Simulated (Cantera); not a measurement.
Mixture: CH4 : CO : O2 : N2 = 1 : 0.43 : 3.82 : 14.4 (molar parts), equivalence ratio 0.58, at 4.93 atm, adiabatic and at constant volume. Ignition delay is the time to a rise of 400 K.

Cantera simulation using GRI-Mech 3.0 (53 species, 325 reactions); the numbers are that mechanism's predictions, not measurements.

Q: Predict: delay at 1098 K; delay at 1198 K; delay at 1298 K; delay at 1398 K; delay at 1498 K; delay at 1598 K; delay at 1698 K; apparent activation energy between 1498 and 1698 K.

A: 
```json
{
 "delay at 1098 K": "41.3 ms",
 "delay at 1198 K": "9.09 ms",
 "delay at 1298 K": "2.41 ms",
 "delay at 1398 K": "0.746 ms",
 "delay at 1498 K": "0.265 ms",
 "delay at 1598 K": "0.107 ms",
 "delay at 1698 K": "49.4 µs",
 "apparent activation energy between 1498 and 1698 K": "180 kJ/mol"
}
```
